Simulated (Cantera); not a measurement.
# Equilibrium for carbon deposition, reforming and gasification: acetone + H2O + N2

Input: 1 mol acetone, 0.11 mol H2O, 0.63 mol N2, held at 2.90 mbar.

Equilibrium computed with Cantera from the NASA thermochemical tables; the gas is ideal and each condensed phase is pure. Candidate condensed phases: C, C6H6, C7H8, C8H18, H2O; 136 gas species. The feed counts by its element totals alone. The numbers say what is thermodynamically allowed, not how fast it happens.

From 925 °C to 1825 °C the condensed part is C(graphite). The main C-bearing gas is CO throughout.

| T (°C) | x H2 | x CO | x N2 | x H | n C(graphite) |
|---|---|---|---|---|---|
| 925 | 0.641 | 0.229 | 0.130 | 2.83e-6 | 1.89 |
| 1025 | 0.641 | 0.229 | 0.130 | 1.59e-5 | 1.89 |
| 1125 | 0.641 | 0.229 | 0.130 | 7.04e-5 | 1.89 |
| 1225 | 0.641 | 0.229 | 0.130 | 0.000255 | 1.89 |
| 1325 | 0.640 | 0.229 | 0.130 | 0.000791 | 1.89 |
| 1425 | 0.639 | 0.229 | 0.129 | 0.00215 | 1.88 |
| 1525 | 0.636 | 0.228 | 0.129 | 0.00521 | 1.88 |
| 1625 | 0.630 | 0.228 | 0.128 | 0.0115 | 1.87 |
| 1725 | 0.619 | 0.226 | 0.126 | 0.0234 | 1.86 |
| 1825 | 0.601 | 0.224 | 0.124 | 0.0443 | 1.85 |
x: gas mole fraction; n: condensed amount in mol.
